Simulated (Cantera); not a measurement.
Charge: 1 mol Ti(OiPr)4, 0.9 mol H2O, 11 mol H2, held at 1777 °C and 1.00 bar.

Cantera equilibrium calculation (NASA polynomials, part measured and part estimated; ideal gas, pure solids and liquids). Candidate condensed phases: C, C6H6, C7H8, C8H18, H2O, Ti, TiC, TiO, TiO2, Ti2O3, Ti3O5, Ti4O7; 113 gas species. The feed counts by its element totals alone. TiC: taken at fixed stoichiometry. The numbers say what is thermodynamically allowed, not how fast it happens.

Base state: H2 0.838, CO 0.159, H 0.00208, C2H2 (acetylene) 0.000889, CH4 0.000262, H2O 1.29e-5, CH3 1.27e-5 (mole fractions); condensed: C(graphite) + TiC(s).

Q: What changes in the equilibrium state with this change: temperature from 1777 °C to 1425 °C?

A: 
```csv
species,before,after
H2,0.838,0.840
CO,0.159,0.159
CH4,0.000262,0.000778
H,0.00208,0.000133
C2H2 (acetylene),0.000889,6.06e-5
CH3,1.27e-5,2.50e-6
H2O,1.29e-5,6.52e-5
"C(graphite), mol",6.04,6.07
"TiC(s), mol",1.00,1.00
```
